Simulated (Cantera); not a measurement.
## Ignition delay

Mixture: 10.4 % CH4, 0.488 % C2H6, 0.862 % C3H8, 17.9 % O2, 67.2 % N2, 3.22 % H2, equivalence ratio 1.6, at 4.93 atm, adiabatic and at constant pressure. Ignition delay is the time to a rise of 400 K.

Detailed kinetics in Cantera: GRI-Mech 3.0 (53 species, 325 reactions).

| T0 (K) | delay (ms) |
|---|---|
| 1250 | 0.618 |
| 1300 | 0.376 |
| 1350 | 0.229 |
| 1400 | 0.141 |
| 1450 | 0.0879 |
| 1500 | 0.0564 |
| 1550 | 0.0373 |
| 1600 | 0.0255 |
| 1650 | 0.0180 |
| 1700 | 0.0130 |

```json
{
  "apparent activation energy between 1600 and 1700 K": "150 kJ/mol"
}
```
